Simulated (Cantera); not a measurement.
Equilibrium for abatement and gas-phase synthesis: N2O + SO2 + N2

A closed system holds: 1 mol N2O, 0.071 mol SO2, 4.1 mol N2, at 2977 °C and 11.0 Pa.

These are equilibrium values from Cantera (NASA tables, ideal gas, pure condensed phases), not measurements of a reactor. Candidate condensed phases: S; 17 gas species. Equilibrium is a limit: real reactors are often held back by kinetics, nucleation or transport.

```yaml
x(N2): 0.803
x(O): 0.179
x(S): 0.0112
x(N): 0.00527
x(NO): 0.00105
x(O2): 5.66e-5
x(SO): 2.87e-5
gas_amount: 6.326 mol
log10 activity of S(l) (absent): -7.52
```
